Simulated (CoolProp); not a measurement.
Vapour-liquid equilibrium of CH2F2 (R32) (1) + R152A (2) at 253.6 K; x and y are mole fractions of (1).

Computed with CoolProp (multi-fluid Helmholtz-energy mixture model, Tillner-Roth 1997 and Outcalt 1996; pair parameters Bell 2016).

```json
[
 {"x": "0.05", "bubble pressure, mixture model (MPa)": "(withheld)", "bubble pressure, Raoult's law (MPa)": "0.1375", "y, mixture model": "0.147", "y, Raoult's law": "0.150"},
 {"x": "0.15", "bubble pressure, mixture model (MPa)": "0.1673", "bubble pressure, Raoult's law (MPa)": "0.1665", "y, mixture model": "0.362", "y, Raoult's law": "0.372"},
 {"x": "0.25", "bubble pressure, mixture model (MPa)": "(withheld)", "bubble pressure, Raoult's law (MPa)": "0.1954", "y, mixture model": "(withheld)", "y, Raoult's law": "0.528"},
 {"x": "0.35", "bubble pressure, mixture model (MPa)": "0.2250", "bubble pressure, Raoult's law (MPa)": "0.2244", "y, mixture model": "(withheld)", "y, Raoult's law": "0.644"},
 {"x": "0.45", "bubble pressure, mixture model (MPa)": "0.2535", "bubble pressure, Raoult's law (MPa)": "0.2534", "y, mixture model": "0.715", "y, Raoult's law": "0.733"},
 {"x": "0.55", "bubble pressure, mixture model (MPa)": "(withheld)", "bubble pressure, Raoult's law (MPa)": "0.2823", "y, mixture model": "(withheld)", "y, Raoult's law": "0.804"},
 {"x": "0.65", "bubble pressure, mixture model (MPa)": "0.3106", "bubble pressure, Raoult's law (MPa)": "0.3113", "y, mixture model": "0.846", "y, Raoult's law": "0.862"},
 {"x": "0.75", "bubble pressure, mixture model (MPa)": "(withheld)", "bubble pressure, Raoult's law (MPa)": "0.3403", "y, mixture model": "0.897", "y, Raoult's law": "0.910"},
 {"x": "0.85", "bubble pressure, mixture model (MPa)": "(withheld)", "bubble pressure, Raoult's law (MPa)": "0.3692", "y, mixture model": "0.942", "y, Raoult's law": "0.950"},
 {"x": "0.95", "bubble pressure, mixture model (MPa)": "0.3978", "bubble pressure, Raoult's law (MPa)": "0.3982", "y, mixture model": "0.982", "y, Raoult's law": "0.985"}
]
```

### Question
Fill in the missing entries.

### Answer

- 0.05, bubble pressure, mixture model (MPa): 0.1379
- 0.25, bubble pressure, mixture model (MPa): 0.1963
- 0.25, y, mixture model: 0.513
- 0.35, y, mixture model: 0.626
- 0.55, bubble pressure, mixture model (MPa): 0.2820
- 0.55, y, mixture model: 0.786
- 0.75, bubble pressure, mixture model (MPa): 0.3394
- 0.85, bubble pressure, mixture model (MPa): 0.3684

The largest gap from Raoult's law is +0.5 % in bubble pressure, at x = 0.15. No azeotrope shows between x = 0.05 and 0.95.

The pair parameters rest on a limited set of measurements; away from them the model extrapolates.
